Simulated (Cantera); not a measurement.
A closed system holds: 1 mol AlCl3, 9.1 mol N2, 25 mol H2, equilibrated at 100 Torr.

These are equilibrium values from Cantera (NASA tables, ideal gas, pure condensed phases), not measurements of a reactor. Candidate condensed phases: Al, AlCl3, AlN, NH4Cl; 20 gas species. Equilibrium is a limit: real reactors are often held back by kinetics, nucleation or transport.

Problem. What share of the Al ends up in condensed phases as a function of T (K), at 848, 998, 1148, 1298, 1448, 1598, 1748, 1898?

Solution. 
| T (K) | Al condensed (%) | as |
|---|---|---|
| 848 | 74.7 | AlN(s) |
| 998 | 70.9 | AlN(s) |
| 1148 | 67.9 | AlN(s) |
| 1298 | 65.5 | AlN(s) |
| 1448 | 62.3 | AlN(s) |
| 1598 | 48.6 | AlN(s) |
| 1748 | 0.0 | - |
| 1898 | 0.0 | - |
